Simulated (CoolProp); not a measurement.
Values from CoolProp's reference Helmholtz-energy equation of state, de Reuck 1993.

Problem. Give the vapour pressure (bar), enthalpy of vaporisation (kJ/kg), vapour Z, surface tension (mN/m) of saturated methanol at 134.75 °C.

Solution. 
```tsv
T (°C)	p (bar)	enthalpy of vaporisation (kJ/kg)	vapour Z	surface tension (mN/m)
134.75	9.53	918	0.835	12.1
```

Surface tension comes from a separate correlation (Mulero 2012).
